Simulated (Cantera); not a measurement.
A closed system holds: 1 mol Al, 2.4 mol O2, 9.1 mol H2, at 0.133 bar.

These are equilibrium values from Cantera (NASA tables, ideal gas, pure condensed phases), not measurements of a reactor. Candidate condensed phases: Al, Al2O3, H2O; 19 gas species. Gases not in the tables: Al(OH)3. Equilibrium is a limit: real reactors are often held back by kinetics, nucleation or transport. All values below are at 1823 K.

Base state: H2 0.637, H2O 0.362, H 0.000947, OH 3.75e-5 (mole fractions); condensed: Al2O3(s).

Problem. What changes in the equilibrium state with this change: H2 from 9.1 to 1 mol?

Solution. 
| species | before | after |
|---|---|---|
| O2 | 1.08e-8 | 0.533 |
| H2O | 0.362 | 0.463 |
| OH | 3.75e-5 | 0.00356 |
| H2 | 0.637 | 0.000115 |
| O | 4.29e-8 | 0.000302 |
| H | 0.000947 | 1.28e-5 |
| Al2O3(s), mol | 0.500 | 0.500 |
